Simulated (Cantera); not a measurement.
What does this Cantera script print?

```python
import numpy as np
import cantera as ct

gas_names = """
    B BH BH2 BH3 BN BO BO2 B2 B2O B2O2 B2O3 B3O3H3 H HBO HBO2 HNO HNO2 HNO3 HO2 H2 H2O H2O2 H3B3O6 N NH
    NH2 NH3 NH2OH NO NO2 NO3 N2 N2H2 N2H4 N2O O OH O2 O3
""".split()
cond_names = """
    B(b) B(L) BN(s) B2O3(L) B3O3H3(cr) H2O(s) H2O(L)
""".split()


# ... load() reads the species with a 1 bar reference pressure and builds the phases ...
atoms = {
    'borazine': {'B': 3, 'N': 3, 'H': 6},
    'H2': {'H': 2},
    'H2O': {'H': 2, 'O': 1},
}
top_T = {'BN(s)': 3200}  # K; cautious upper limits of use, not melting points


# ... equilibrate(T, P, feed) seeds the gas with the atoms and calls Mixture.equilibrate('TP', solver="vcs", rtol=1e-11, max_steps=5000) ...
results = []
T = 1298.15  # K
P = 17000  # Pa
for m in [0.19, 0.29, 0.42, 0.63, 0.92, 1.4, 2, 3, 4.4, 6.5]:
    feed = {'borazine': 1, 'H2': 1.6, 'H2O': m}  # mol
    mix = equilibrate(T, P, feed)
    results.append((T, P, feed, dict(zip(mix.species_names, mix.species_moles))))

top = {s: max(r[3][s] / sum(r[3][g] for g in gas_names) for r in results) for s in gas_names}
cols = sorted((s for s in top if top[s] > 0.0001), key=lambda s: -top[s])[:6]
seen = [c for c in cond_names if any(r[3].get(c, 0) > 1e-12 for r in results)]
print("log10 of partial pressures in bar; condensed amounts in mol")
print(f"{'n(H2O)':>10s}" + "".join(f"{s[:9]:>10s}" for s in cols + seen))
for T, P, feed, n in results:
    ng = sum(n[g] for g in gas_names)
    print(f"{feed['H2O']:10.4g}" + "".join(f"{np.log10(max(n[s] / ng * P / 1e5, 1e-99)):10.3f}" for s in cols)
          + "".join(f"{n.get(c, 0):10.4g}" for c in seen))
```

Result:

```
log10 of partial pressures in bar; condensed amounts in mol
    n(H2O)        H2       H2O        N2      HBO2    H3B3O6     BN(s)   B2O3(L)
      0.19    -0.776    -3.734    -2.667    -4.388    -7.683     2.877   0.06075
      0.29    -0.779    -3.679    -2.492    -4.361    -7.599     2.811   0.09372
      0.42    -0.782    -3.633    -2.344    -4.338    -7.530     2.725    0.1367
      0.63    -0.787    -3.586    -2.189    -4.315    -7.461     2.586    0.2062
      0.92    -0.794    -3.547    -2.053    -4.295    -7.403     2.394    0.3022
       1.4    -0.803    -3.511    -1.915    -4.277    -7.347     2.075    0.4614
         2    -0.812    -3.485    -1.810    -4.264    -7.309     1.677    0.6604
         3    -0.824    -3.462    -1.707    -4.253    -7.275     1.013    0.9922
       4.4    -0.836    -3.447    -1.625    -4.245    -7.252   0.08243     1.457
       6.5    -0.911    -1.574    -1.694    -3.309    -4.443         0     1.478
```

Equilibrium computed with Cantera from the NASA thermochemical tables; the gas is ideal and each condensed phase is pure. The feed counts by its element totals alone. Mutual solubility and eutectic melting of coexisting phases are not modelled. Gases not in the tables: H3BO3.
